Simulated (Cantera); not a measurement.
**Silicon carbide growth: SiH2Cl2 + CH4 + H2**

Feed: 1 mol SiH2Cl2, 0.023 mol CH4, 47 mol H2, held at 1598.15 K and 12.8 Torr.

Cantera equilibrium calculation (NASA polynomials, part measured and part estimated; ideal gas, pure solids and liquids). Candidate condensed phases: C, C6H6, C7H8, C8H18, Si, SiC; 109 gas species. Mutual solubility and eutectic melting of coexisting phases are not modelled. The tables' values for SiCl3 are old estimates; treat these amounts as uncertain. Equilibrium is a limit: real reactors are often held back by kinetics, nucleation or transport.

```
Quantity                                    Result
--------------------------------------  ----------
x(H2)                                        0.963
x(HCl)                                      0.0329
x(SiCl2)                                   0.00388
x(H)                                      0.000401
x(SiCl3)                                   2.34e-5
x(Cl)                                      1.09e-5
x(SiCl)                                    8.04e-6
x(Si)                                      5.52e-6
x(SiH2)                                    4.72e-6
n(Si(s))                                 0.785 mol
n(SiC(s))                               0.0230 mol
gas amount                               49.06 mol
log10 activity of C(graphite) (absent)       -1.98
```
